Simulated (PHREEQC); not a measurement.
# City or well water: an equilibrium model

A made-up water analysis in mg/kgw, 88 °C, pH 7.64, pe 8.3:

```
constituent         mg/kgw
------------------  ------
Na                    26.6
K                   0.0478
Ca                      29
Mg                    4.26
Cl                    49.8
S(6) as SO4           46.2
Alkalinity as HCO3    36.8
Zn                    0.13
```

Na is adjusted to close the charge balance.
Valence states are taken as typed.

Equilibrium calculation in PHREEQC: ion-association model, wateq4f.dat.

This is a speciation only: nothing precipitates in the calculation.

Task: Estimate the ionic strength.

Result: ionic strength 0.00400 mol/kgw.

Task: In which forms is C present?

Result: HCO3- 92 %, CO2 4.6 %, CaCO3 1.4 %, CaHCO3+ 0.9 % of the C.

Saturation is exceeded, for instance for Zincite(c) (slow to form); the values hold only as long as no solid forms. Away from 25 °C the constants follow the database's enthalpies or fits; those with neither stay at their 25 °C values.
